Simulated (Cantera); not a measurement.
A closed system holds: 1 mol Pb, a varied amount of CO, 1.1 mol H₂, at 977 °C and 12800 Torr.

Method: chemical equilibrium by Gibbs-energy minimisation in Cantera with the NASA 1993 tables (ideal gas, pure condensed phases). Candidate condensed phases: C, C₆H₆, C₇H₈, C₈H₁₈, H₂O, Pb, PbO, PbO₂, Pb₃O₄; 113 gas species. The numbers say what is thermodynamically allowed, not how fast it happens.

### Question
Which condensed phases are stable at each of these points (n(CO) (mol)): 0.5, 0.84, 1.4, 2.3, 3.8, 6.3, 11, 17, 29?

### Answer
| n(CO) (mol) | condensed phases | Pb condensed (%) |
|---|---|---|
| 0.5 | Pb(l) | 100.0 |
| 0.84 | C(graphite) + Pb(l) | 100.0 |
| 1.4 | C(graphite) + Pb(l) | 100.0 |
| 2.3 | C(graphite) + Pb(l) | 100.0 |
| 3.8 | C(graphite) + Pb(l) | 100.0 |
| 6.3 | C(graphite) + Pb(l) | 99.9 |
| 11 | C(graphite) + Pb(l) | 99.9 |
| 17 | C(graphite) + Pb(l) | 99.9 |
| 29 | C(graphite) + Pb(l) | 99.8 |

At 0.5 mol CO the condensed part is Pb(l). From 0.84 mol CO to 29 mol CO the condensed part is C(graphite) + Pb(l).
